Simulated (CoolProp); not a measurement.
Vapour-liquid equilibrium of CH2F2 (R32) (1) + fluoroethane (R161) (2) at 202.8 K; x and y are mole fractions of (1).

The numbers come from the multi-fluid Helmholtz-energy mixture model, Tillner-Roth 1997 and Wu 2012; pair parameters Bell 2016 in CoolProp.

```
x      bubble pressure, mixture model (MPa)  bubble pressure, Raoult's law (MPa)  y, mixture model  y, Raoult's law
-----  ------------------------------------  -----------------------------------  ----------------  ---------------
0.05                                0.01840                              0.01781                 ?            0.099
0.125                               0.02041                              0.01919             0.270            0.230
0.2                                 0.02218                              0.02057             0.379            0.343
0.275                                     ?                              0.02195             0.468            0.442
0.35                                0.02521                              0.02333                 ?            0.529
0.425                               0.02656                              0.02471             0.609            0.607
0.5                                 0.02783                              0.02609                 ?            0.676
0.575                               0.02904                              0.02747             0.724            0.739
0.65                                      ?                              0.02885             0.776            0.795
0.725                               0.03134                              0.03023             0.826            0.846
0.8                                       ?                              0.03161             0.875            0.893
0.875                               0.03352                              0.03299             0.923            0.936
0.95                                0.03459                              0.03437             0.969            0.975
```

Question: Some entries are withheld; supply them.

Answer: 
- 0.05, y, mixture model: 0.126
- 0.275, bubble pressure, mixture model (MPa): 0.02377
- 0.35, y, mixture model: 0.543
- 0.5, y, mixture model: 0.668
- 0.65, bubble pressure, mixture model (MPa): 0.03020
- 0.8, bubble pressure, mixture model (MPa): 0.03244

The largest gap from Raoult's law is +8.3 % in bubble pressure, at x = 0.275. No azeotrope shows between x = 0.05 and 0.95.

Pair parameters are fitted to limited data, so mixtures are less certain than the pure fluids.
